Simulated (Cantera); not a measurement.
Input: 1 mol BF3, 0.074 mol H2O, 180 mol H2, equilibrated at 1800 °C and 13300 Pa.

Method: chemical equilibrium by Gibbs-energy minimisation in Cantera with the NASA 1993 tables (ideal gas, pure condensed phases). Candidate condensed phases: B, B2O3, B3O3H3, H2O; 43 gas species. The tables' values for BF2, BH2 are old estimates; treat these amounts as uncertain. Kinetics and transport are ignored.

Base state: H2 0.978, HF 0.00941, H 0.00713, BF 0.00355, BF2 0.00107, BOF 0.000303, BHF2 0.000224, BF3 0.000193 (mole fractions); condensed: gas only.

**Question.** What changes in the equilibrium state with this change: temperature from 1800 °C to 552 °C?

**Answer.** 
```csv
species,before,after
H2,0.978,0.994
BF3,0.000193,0.00519
HF,0.00941,0.000659
H,0.00713,<1e-9
BF,0.00355,<1e-9
BF2,0.00107,<1e-9
```

**Question.** What changes in the equilibrium state with this change: temperature from 1800 °C to 1002 °C?

**Answer.** 
| species | before | after |
|---|---|---|
| H2 | 0.978 | 0.993 |
| BF3 | 0.000193 | 0.00463 |
| HF | 0.00941 | 0.00131 |
| H | 0.00713 | 2.01e-6 |
| BF | 0.00355 | 2.08e-7 |
| BH2 | 3.44e-5 | 3.27e-9 |
| BF2 | 0.00107 | 1.14e-5 |
The tables' values for BF2 are old estimates; treat these amounts as uncertain.
